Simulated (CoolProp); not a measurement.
Vapour-liquid equilibrium of cis-2-butene (1) + acetone (2) at 1.03 bar; x and y are mole fractions of (1).

Model: multi-fluid Helmholtz-energy mixture model, Lemmon 2005 and Lemmon 2006; pair parameters Bell 2016, in CoolProp.

```tsv
x	bubble temperature, mixture model (K)	bubble temperature, Raoult's law (K)	y, mixture model	y, Raoult's law
0.05	…	324.0	0.401	0.221
0.125	302.7	316.6	…	0.452
0.2	294.6	310.4	0.780	0.605
0.275	289.6	305.1	0.834	0.710
0.35	286.5	300.6	…	0.785
0.425	…	296.6	0.882	0.839
0.5	283.1	293.2	0.894	0.880
0.575	282.1	290.1	…	0.912
0.65	…	287.3	0.913	0.936
0.725	280.5	284.8	0.922	0.955
0.8	279.7	282.5	0.934	0.971
0.875	278.9	280.4	0.951	0.984
0.95	277.9	278.5	0.976	0.994
```

### Question
Some entries are withheld; supply them.

### Answer

- 0.05, bubble temperature, mixture model (K): 316.2
- 0.125, y, mixture model: 0.669
- 0.35, y, mixture model: 0.864
- 0.425, bubble temperature, mixture model (K): 284.5
- 0.575, y, mixture model: 0.904
- 0.65, bubble temperature, mixture model (K): 281.3

The largest gap from Raoult's law is -15.8 K in bubble temperature, at x = 0.2. No azeotrope shows between x = 0.05 and 0.95.

Pair parameters are fitted to limited data, so mixtures are less certain than the pure fluids. With so large a gap from Raoult's law the liquid may split in two, which this calculation doesn't test in full.
